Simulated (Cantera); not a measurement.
Feed: 1 mol BN, 5 mol HF, 3 mol H2, equilibrated at 1598.15 K and 13.0 Pa.

Cantera equilibrium calculation (NASA polynomials, part measured and part estimated; ideal gas, pure solids and liquids). Candidate condensed phases: B, BN; 31 gas species. The tables' values for BF2 are old estimates; treat these amounts as uncertain. Equilibrium is a limit: real reactors are often held back by kinetics, nucleation or transport.

Base state: H2 0.554, HF 0.256, BF3 0.117, N2 0.0622, BF2 0.00591, H 0.00348, BF 0.000580, BHF2 0.000354 (mole fractions); condensed: gas only.

### Question
What changes in the equilibrium state with this change: temperature from 1598.15 K to 1298 K?

### Answer
| species | before | after |
|---|---|---|
| H2 | 0.554 | 0.562 |
| HF | 0.256 | 0.250 |
| BF3 | 0.117 | 0.125 |
| N2 | 0.0622 | 0.0625 |
| BF | 0.000580 | 1.95e-7 |
| BF2 | 0.00591 | 6.07e-5 |

### Question
What changes in the equilibrium state with this change: H2 from 3 to 81 mol?

### Answer
```json
[
 {"species": "H2", "before": "0.554", "after": "0.946"},
 {"species": "HF", "before": "0.256", "after": "0.0321"},
 {"species": "N2", "before": "0.0622", "after": "0.00578"},
 {"species": "BF3", "before": "0.117", "after": "0.00549"},
 {"species": "BF", "before": "0.000580", "after": "0.00295"},
 {"species": "BF2", "before": "0.00591", "after": "0.00288"},
 {"species": "BHF2", "before": "0.000354", "after": "0.000225"},
 {"species": "H", "before": "0.00348", "after": "0.00455"}
]
```
